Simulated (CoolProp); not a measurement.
A simple Rankine cycle with R227EA: condensing at 315.15 K, boiler at 2.04 MPa, turbine inlet 397.4 K, turbine efficiency 0.85, pump efficiency 0.7, no recuperator. Each further row changes one setting.

Computed with CoolProp (reference Helmholtz-energy equation of state, Lemmon 2016).

```
case                             thermal efficiency (%)  net work (kJ/kg)  heat in (kJ/kg)  turbine exit temperature (K)  volume ratio over the turbine
-------------------------------  ----------------------  ----------------  ---------------  ----------------------------  -----------------------------
as stated                                           7.3              12.2              167                         371.7                           2.99
turbine inlet 417.4 K                               7.1              13.5              189                         392.8                           2.90
condensing temperature 307.15 K                     8.6              15.2              177                         367.0                           3.76
boiler pressure 1.43 MPa                            5.0              8.63              174                         382.1                           1.99
turbine efficiency 0.75                             6.3              10.6              167                         373.4                           3.01
```
